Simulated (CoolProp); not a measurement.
Computed with CoolProp (reference Helmholtz-energy equation of state, Lemmon 2006). It is a short technical equation, of lower accuracy than the large ones.

Task: For CH3F (R41), give the phase and the density (kg/m³), cp (kJ/(kg K)), cv (kJ/(kg K)), expansivity (1/kK) at 281.9 K and 34.5 MPa.

Result: 
- 281.9 K and 34.5 MPa: liquid; density 763, cp 2.06, cv 1.19, expansivity 2.56
